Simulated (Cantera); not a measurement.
Input: 1 mol CaF2, 0.22 mol H2O, 10 mol N2, equilibrated at 1148 K and 53.0 mbar.

These are equilibrium values from Cantera (NASA tables, ideal gas, pure condensed phases), not measurements of a reactor. Candidate condensed phases: Ca, CaF2, CaO, Ca(OH)2, H2O; 47 gas species. Mutual solubility and eutectic melting of coexisting phases are not modelled. Equilibrium is a limit: real reactors are often held back by kinetics, nucleation or transport.

Base state: N2 0.978, H2O 0.0214, HF 0.000337 (mole fractions); condensed: CaF2(s) + CaO(s).

**Question.** What changes in the equilibrium state with this change: H2O from 0.22 to 3.2 mol?

**Answer.** 
```tsv
species	before	after
N2	0.978	0.757
H2O	0.0214	0.242
HF	0.000337	0.00113
CaF2(s), mol	0.998	0.993
CaO(s), mol	0.00172	0.00749
```

**Question.** What changes in the equilibrium state with this change: pressure from 53.0 mbar to 0.160 Pa?

**Answer.** 
```csv
species,before,after
N2,0.978,0.963
HF,0.000337,0.0313
H2O,0.0214,0.00554
CaF2,1.66e-9,5.49e-5
"CaF2(s), mol",0.998,0.837
"CaO(s), mol",0.00172,0.162
```
